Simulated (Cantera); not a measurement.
Feed: 1 mol SiC, 0.56 mol N2O, 8.1 mol H2, 0.016 mol CH4, equilibrated at 1.80 Pa.

Method: chemical equilibrium by Gibbs-energy minimisation in Cantera with the NASA 1993 tables (ideal gas, pure condensed phases). Candidate condensed phases: C, C6H6, C7H8, C8H18, H2O, Si, SiC, SiO2, Si2N2O, Si3N4; 151 gas species. Mutual solubility and eutectic melting of coexisting phases are not modelled. Equilibrium is a limit: real reactors are often held back by kinetics, nucleation or transport.

What share of the Si ends up in condensed phases as a function of T (K), at 1075, 1125, 1175, 1225, 1275, 1325, 1375, 1425?


| T (K) | Si condensed (%) | as |
|---|---|---|
| 1075 | 100.0 | Si2N2O(s) |
| 1125 | 100.0 | SiC(s) + Si2N2O(s) |
| 1175 | 100.0 | SiC(s) + Si2N2O(s) |
| 1225 | 99.8 | SiC(s) + Si2N2O(s) |
| 1275 | 98.8 | SiC(s) + Si2N2O(s) |
| 1325 | 92.7 | SiC(s) + Si2N2O(s) |
| 1375 | 72.8 | SiC(s) |
| 1425 | 72.8 | SiC(s) |
